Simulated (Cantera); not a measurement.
A freely propagating, adiabatic, planar premixed flame of H₂ : O₂ : N₂ = 1 : 0.185 : 0.685 (molar parts), equivalence ratio 2.7, unburnt at 550 K and 740000 Pa; mixture-averaged transport, grid criteria slope 0.08 and curve 0.16, no radiation.

Model: the H2/O2 subset of GRI-Mech 3.0, which has no nitrogen chemistry, integrated in Cantera. The hydrogen kinetics of GRI-Mech 3.0 are dated; newer H2 mechanisms differ, most at raised pressure. Burning velocities carry a grid error of a few per cent, more on coarse grids.

Question: Predict: laminar burning velocity; thermal thickness; peak x(O); peak x(OH); peak x(H₂O₂); peak x(HO₂).

Answer: laminar burning velocity: 629 cm/s
thermal thickness: 0.0374 mm
peak x(O): 0.000927
peak x(OH): 0.00156
peak x(H₂O₂): 6.88e-5
peak x(HO₂): 0.00101
